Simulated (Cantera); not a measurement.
A closed system holds: 1 mol SiHCl3, 0.87 mol Cl2, 3.6 mol N2, at 1 atm.

Cantera equilibrium calculation (NASA polynomials, part measured and part estimated; ideal gas, pure solids and liquids). Candidate condensed phases: NH4Cl, Si, Si3N4; 28 gas species. N2 is the only nitrogen source here; it is nearly inert below about 1500 K, so the nitride shown seldom forms there in practice. Rates play no part.

Problem. Which condensed phases are stable at each of these points (T (K)): 1000, 1025, 1050, 1075, 1100, 1125, 1150, 1175, 1200, 1225, 1250, 1275?

Solution. 
| T (K) | condensed phases | Si condensed (%) |
|---|---|---|
| 1000 | gas only | 0.0 |
| 1025 | gas only | 0.0 |
| 1050 | gas only | 0.0 |
| 1075 | gas only | 0.0 |
| 1100 | Si3N4(s) | 0.1 |
| 1125 | Si3N4(s) | 0.2 |
| 1150 | Si3N4(s) | 0.3 |
| 1175 | Si3N4(s) | 0.4 |
| 1200 | Si3N4(s) | 0.4 |
| 1225 | Si3N4(s) | 0.5 |
| 1250 | Si3N4(s) | 0.5 |
| 1275 | Si3N4(s) | 0.5 |

From 1000 K to 1075 K nothing is condensed. From 1100 K to 1275 K the condensed part is Si3N4(s).
